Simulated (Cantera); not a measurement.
Input (Python, Cantera) and output of one run.

```python
import numpy as np
import cantera as ct

gas_names = [...]  # 118 gases of nasa_gas.yaml made of C, Cl, F, H
cond_names = """
    C(gr) C6H6(L) C7H8(L) C8H18(L),n-octa
""".split()


# ... load() reads the species with a 1 bar reference pressure and builds the phases ...
atoms = {
    'CHF3': {'C': 1, 'H': 1, 'F': 3},
    'HCl': {'H': 1, 'CL': 1},
}
top_T = {'C(gr)': 4500}  # K; cautious upper limits of use, not melting points


# ... equilibrate(T, P, feed) seeds the gas with the atoms and calls Mixture.equilibrate('TP', solver="vcs", rtol=1e-11, max_steps=5000) ...
results = []
feed = {'CHF3': 1, 'HCl': 0.6}  # mol
T = 1073  # K
P = 6700  # Pa
mix = equilibrate(T, P, feed)
results.append((T, P, feed, dict(zip(mix.species_names, mix.species_moles))))
x = sorted(zip(gas.X, gas.species_names), reverse=True)
print(f"T = {T:g} K  P = {P:g} Pa  gas = {mix.phase_moles(0):.4g} mol")
print("   x: " + "  ".join(f"{s} {v:.3e}" for v, s in x if v > 0.0001))
print("   condensed (mol): " + ("  ".join(f"{mix.phase(i).name} {mix.phase_moles(i):.4g}"
      for i in range(1, mix.n_phases) if mix.phase_moles(i) > 1e-12) or "none"))
```

Output:

```
T = 1073 K  P = 6700 Pa  gas = 2.117 mol
   x: HF 5.068e-01  HCL 2.491e-01  CF4 2.250e-01  CL2 1.512e-02  CCLF3 3.467e-03  CL 5.110e-04
   condensed (mol): C(gr) 0.5163
```

Equilibrium computed with Cantera from the NASA thermochemical tables; the gas is ideal and each condensed phase is pure. Gases not in the tables: C2F6 and larger saturated fluorocarbons.
